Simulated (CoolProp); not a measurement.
Properties of acetone along the isobar 2.23 MPa (Tc = 235.0 °C, pc = 4.692 MPa, ω = 0.307).

The numbers come from the reference Helmholtz-energy equation of state, Lemmon 2006 in CoolProp. It is a short technical equation, of lower accuracy than the large ones.

```csv
T (°C),phase,density (kg/m³),cp (kJ/(kg K)),cv (kJ/(kg K)),expansivity (1/kK),fugacity coefficient
54.55,liquid,753.5,2.217,1.602,1.539,0.04362
69.25,liquid,736.2,2.263,1.631,1.630,0.06938
83.95,liquid,718.2,2.313,1.661,1.740,0.1051
98.65,liquid,699.4,2.369,1.693,1.875,0.1526
113.35,liquid,679.5,2.432,1.725,2.044,0.2134
128.05,liquid,658.4,2.504,1.760,2.261,0.2887
142.75,liquid,635.6,2.589,1.795,2.551,0.3792
157.45,liquid,610.5,2.695,1.833,2.961,0.4848
172.15,liquid,582.0,2.838,1.875,3.595,0.6051
201.55,gas,46.55,2.666,1.943,7.056,0.7695
```
